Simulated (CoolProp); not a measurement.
Vapour-liquid equilibrium of hydrogen chloride (1) + propane (2) at 175 kPa; x and y are mole fractions of (1).

Model: multi-fluid Helmholtz-energy mixture model, Thol 2018 and Lemmon 2009; pair parameters Bell 2016, in CoolProp.

Give the bubble temperature and the first vapour's composition at x = 0.05, 0.5, 0.95. Is there an azeotrope?

x = 0.05: -42.9 °C, y = 0.453; x = 0.5: -71.2 °C, y = 0.904; x = 0.95: -74.4 °C, y = 0.974. No azeotrope shows between x = 0.05 and 0.95.

Pair parameters are fitted to limited data, so mixtures are less certain than the pure fluids. With so large a gap from Raoult's law the liquid may split in two, which this calculation doesn't test in full.
